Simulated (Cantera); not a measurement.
A closed system holds: 1 mol Si, 2.2 mol Cl₂, 3.8 mol H₂, 4.2 mol HCl, held at 1250 K and 135 Torr.

Equilibrium computed with Cantera from the NASA thermochemical tables; the gas is ideal and each condensed phase is pure. Candidate condensed phases: Si; 19 gas species. The tables' values for SiCl₃ are old estimates; treat these amounts as uncertain. Rates play no part.

Q: What is the equilibrium state?

A: 
```json
{
  "x(HCl)": "0.505",
  "x(H₂)": "0.386",
  "x(SiCl₄)": "0.103",
  "x(SiHCl₃)": "0.00280",
  "x(SiCl₃)": "0.00239",
  "x(SiCl₂)": "0.000398",
  "x(SiH₂Cl₂)": "1.04e-5",
  "gas_amount": "9.215 mol",
  "log10 activity of Si(s) (absent)": "-3.62"
}
```
